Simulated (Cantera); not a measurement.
Source: NASA polynomial tables (part measured, part estimated), evaluated in Cantera. Values are per mole of reaction as written; species without (g) are pure solids or liquids, kept so even where they would boil at 1 bar.

Task: Between 598 and 773 K, where is each reaction favourable under standard conditions?
- MgBr2 = Mg(g) + Br2(g)

Result: 
- MgBr2 = Mg(g) + Br2(g): ΔG° is 539 kJ at 598 K and 493 kJ at 773 K; it stays positive (K < 1). ΔH° is 692 kJ and ΔS° 257 J/K at 773 K.
